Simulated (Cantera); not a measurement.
# Stirred combustor or abatement burner

A perfectly stirred reactor is fed with 8.29 % CH₄, 19.3 % O₂, 72.4 % N₂, equivalence ratio 0.86, at 5.00 bar; it is adiabatic with a 600 K inlet, and is followed from long to short residence time, starting on the burning branch (τ in s: 0.027, 0.012, 0.0054, 0.0024, 0.0011, 0.00049, 0.00022, 9.8e-05, 4.4e-05, 2e-05, 8.9e-06).

Computed with Cantera and GRI-Mech 3.0 (53 species, 325 reactions).

| τ (s) | T (K) | x CH₄ | x O₂ | x C₂H₄ | x C₂H₆ | x N₂O | x OH |
|---|---|---|---|---|---|---|---|
| 0.027 | 2291 | 2.57e-6 | 0.0270 | 1.15e-10 | 3.11e-12 | 6.50e-7 | 0.00375 |
| 0.012 | 2290 | 5.51e-6 | 0.0275 | 5.12e-10 | 1.40e-11 | 6.68e-7 | 0.00388 |
| 0.0054 | 2285 | 1.13e-5 | 0.0280 | 2.05e-9 | 5.78e-11 | 7.02e-7 | 0.00410 |
| 0.0024 | 2274 | 2.24e-5 | 0.0286 | 7.28e-9 | 2.18e-10 | 7.59e-7 | 0.00448 |
| 0.0011 | 2256 | 4.13e-5 | 0.0296 | 2.09e-8 | 6.89e-10 | 8.22e-7 | 0.00504 |
| 0.00049 | 2226 | 7.54e-5 | 0.0310 | 5.43e-8 | 2.07e-9 | 8.60e-7 | 0.00578 |
| 0.00022 | 2184 | 0.000137 | 0.0330 | 1.31e-7 | 6.06e-9 | 8.42e-7 | 0.00657 |
| 9.8e-5 | 2128 | 0.000260 | 0.0360 | 3.34e-7 | 1.95e-8 | 7.75e-7 | 0.00720 |
| 4.4e-5 | 2054 | 0.000540 | 0.0405 | 1.01e-6 | 7.92e-8 | 6.79e-7 | 0.00731 |
| 2.0e-5 | 1944 | 0.00150 | 0.0495 | 5.82e-6 | 7.43e-7 | 5.30e-7 | 0.00587 |
| 8.9e-6 | 600 | 0.0828 | 0.193 | <1e-12 | <1e-12 | <1e-12 | <1e-12 |
x: mole fraction; the columns are a selection and need not sum to one.
